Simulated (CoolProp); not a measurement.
Vapour-liquid equilibrium of R134a (1) + R236FA (2) at 0.629 bar; x and y are mole fractions of (1).

The numbers come from the multi-fluid Helmholtz-energy mixture model, Tillner-Roth 1994 and Pan 2012; pair parameters Bell 2016 in CoolProp.

```
x     bubble temperature, mixture model (°C)  bubble temperature, Raoult's law (°C)  y, mixture model  y, Raoult's law
----  --------------------------------------  -------------------------------------  ----------------  ---------------
0.05                                       …                                  -14.4             0.128            0.134
0.15                                       …                                  -17.9             0.335            0.346
0.25                                   -20.8                                  -21.0             0.492            0.504
0.35                                       …                                  -23.8             0.615            0.626
0.45                                   -26.0                                  -26.2             0.712            0.721
0.55                                   -28.2                                  -28.4             0.790            0.797
0.65                                   -30.2                                  -30.3             0.853            0.858
0.75                                       …                                  -32.1             0.905            0.908
0.85                                   -33.7                                  -33.8             0.948            0.950
0.95                                   -35.3                                  -35.3             0.984            0.985
```

What belongs in the gaps?


- 0.05, bubble temperature, mixture model (°C): -14.3
- 0.15, bubble temperature, mixture model (°C): -17.8
- 0.35, bubble temperature, mixture model (°C): -23.5
- 0.75, bubble temperature, mixture model (°C): -32.0

The largest gap from Raoult's law is +0.3 K in bubble temperature, at x = 0.35. No azeotrope shows between x = 0.05 and 0.95.

Pair parameters are fitted to limited data, so mixtures are less certain than the pure fluids.
